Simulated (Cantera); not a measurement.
Feed: 1 mol Si3N4, 0.0031 mol Si, 2.6 mol H2, held at 57.8 Torr.

Equilibrium computed with Cantera from the NASA thermochemical tables; the gas is ideal and each condensed phase is pure. Candidate condensed phases: Si, Si3N4; 31 gas species. Ions and electrons are included (thermal ionisation). The tables' values for SiN are old estimates; treat these amounts as uncertain. Gases not in the tables: Si2H6 and higher silanes. Equilibrium is a limit: real reactors are often held back by kinetics, nucleation or transport. All values below are at 3000 K.

Base state: Si 0.334, H 0.241, N2 0.232, H2 0.180, SiH 0.00549, Si2 0.00393, SiN 0.00241, Si2N 0.000385 (mole fractions); condensed: gas only.

What changes in the equilibrium state with this change: H2 from 2.6 to 0.54 mol?


```
species    before     after
-------  --------  --------
Si          0.334     0.492
N2          0.232     0.344
H           0.241     0.109
H2          0.180    0.0370
SiH2     0.000198   5.98e-5
Si3      0.000139  0.000445
Si2N     0.000385   0.00102
Si2       0.00393   0.00854
SiN       0.00241   0.00432
```
